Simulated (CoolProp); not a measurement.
A closed Brayton cycle with nitrogen: compressor inlet 311.15 K and 0.82 MPa, high pressure 2.36 MPa, turbine inlet 805 K, compressor efficiency 0.8, turbine efficiency 0.9, recuperator effectiveness 0.8 (on enthalpy, no pinch check). Each further row changes one setting.

Model: reference Helmholtz-energy equation of state, Span 2000, in CoolProp.

```csv
case,thermal efficiency (%),net work (kJ/kg),compressor to turbine work,compressor exit (K),turbine exit (K)
as stated,(withheld),56.1,0.72,448.2,625.2
turbine inlet 755 K,20.1,43.5,(withheld),448.2,584.9
compressor inlet 321.15 K,(withheld),(withheld),0.74,462.4,625.2
high pressure 2.01 MPa,(withheld),(withheld),0.69,(withheld),649.7
recuperator effectiveness 0.5,19.1,56.1,0.72,448.2,625.2
```

What belongs in the gaps?


- as stated, thermal efficiency (%): 23.6
- turbine inlet 755 K, compressor to turbine work: 0.77
- compressor inlet 321.15 K, thermal efficiency (%): 21.9
- compressor inlet 321.15 K, net work (kJ/kg): 51.5
- high pressure 2.01 MPa, thermal efficiency (%): 24.4
- high pressure 2.01 MPa, net work (kJ/kg): 54.0
- high pressure 2.01 MPa, compressor exit (K): 424.7
